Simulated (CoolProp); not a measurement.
Vapour-liquid equilibrium of n-decane (1) + n-dodecane (2) at 128 kPa; x and y are mole fractions of (1).

Values from CoolProp's multi-fluid Helmholtz-energy mixture model, Lemmon 2006 and Lemmon 2004; pair parameters Bell 2016.

| x | bubble temperature (K) | y at the bubble point | dew temperature at overall composition x (K) | liquid density (mol/L) |
|---|---|---|---|---|
| 0.05 | 496.6 | 0.107 | 498.1 | 3.468 |
| 0.2 | 488.1 | 0.373 | 493.8 | 3.580 |
| 0.35 | 480.5 | 0.573 | 488.9 | 3.691 |
| 0.5 | 473.8 | 0.720 | 483.5 | 3.802 |
| 0.65 | 467.9 | 0.830 | 477.1 | 3.914 |
| 0.8 | 462.7 | 0.914 | 469.6 | 4.027 |
| 0.95 | 458.1 | 0.981 | 460.3 | 4.143 |

No azeotrope shows between x = 0.05 and 0.95.

The pair parameters rest on a limited set of measurements; away from them the model extrapolates.
